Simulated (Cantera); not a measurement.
A perfectly stirred reactor is fed with C₃H₈ : H₂ = 1 : 5.1 (molar parts), at 0.987 atm; it is held at 1123 K, and followed from long to short residence time.

Detailed kinetics in Cantera: GRI-Mech 3.0 (53 species, 325 reactions). GRI-Mech 3.0 was tuned for natural gas; its chemistry of propane as a main component is partial and can be far from experiment. GRI-Mech 3.0 stops at C3 and has no aromatics, soot or wall deposition, so with more carbon than oxygen in the feed, carbon stays in small species such as C2H2 where larger ones or solid carbon would form.

### Question
What does this change do: pressure from 0.987 atm to 0.000118 atm?

### Answer
| quantity | before | after |
|---|---|---|
| x(C₃H₈) at τ = 1.00 s | 0.00590 | 0.110 |
| x(H₂) at τ = 1.00 s | 0.696 | 0.797 |
| x(C₂H₆) at τ = 1.00 s | 0.0241 | 0.000340 |
| x(C₂H₂) at τ = 1.00 s | 0.00232 | 0.000303 |
| x(H) at τ = 1.00 s | 6.34e-7 | 8.72e-5 |
| x(C₃H₈) at τ = 5.60 ms | 0.128 | 0.164 |
| x(H₂) at τ = 5.60 ms | 0.810 | 0.836 |
| x(C₂H₆) at τ = 5.60 ms | 0.00113 | 3.71e-7 |
| x(C₂H₂) at τ = 5.60 ms | 2.46e-5 | <1e-12 |
| x(H) at τ = 5.60 ms | 1.11e-6 | 5.91e-7 |
Radical loss at walls, strong at low pressure, is not modelled.

### Question
What does this change do: temperature 1123 to 1200 K?

### Answer
| quantity | before | after |
|---|---|---|
| x(C₃H₈) at τ = 1.00 s | 0.00590 | 0.00162 |
| x(H₂) at τ = 1.00 s | 0.696 | 0.677 |
| x(C₂H₆) at τ = 1.00 s | 0.0241 | 0.00893 |
| x(C₂H₂) at τ = 1.00 s | 0.00232 | 0.00948 |
| x(H) at τ = 1.00 s | 6.34e-7 | 1.70e-6 |
| x(C₃H₈) at τ = 5.60 ms | 0.128 | 0.0655 |
| x(H₂) at τ = 5.60 ms | 0.810 | 0.765 |
| x(C₂H₆) at τ = 5.60 ms | 0.00113 | 0.00425 |
| x(C₂H₂) at τ = 5.60 ms | 2.46e-5 | 0.000654 |
| x(H) at τ = 5.60 ms | 1.11e-6 | 4.46e-6 |
